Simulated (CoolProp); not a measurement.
Properties of m-xylene at several states.

Model: reference Helmholtz-energy equation of state, Zhou 2012, in CoolProp.

| T (°C) | p (bar) | phase | density (kg/m³) | Joule-Thomson coefficient (K/MPa) | expansivity (1/kK) | viscosity (µPa s) | conductivity (mW/(m K)) |
|---|---|---|---|---|---|---|---|
| 47.15 | 116 | liquid | 850.0 | -0.4587 | 0.9656 | 502 | 128 |
| -29.75 | 23.3 | liquid | 907.3 | -0.5513 | 0.9116 | 1340 | 143 |
| 151.15 | 0.783 | gas | 2.428 | 27.98 | 2.627 | 9.12 | 20.2 |
| 88.25 | 148 | liquid | 818.9 | -0.4078 | 1.007 | 361 | 120 |

Viscosity comes from a separate model (Cao 2016). Thermal conductivity comes from a separate model (Mylona 2014).
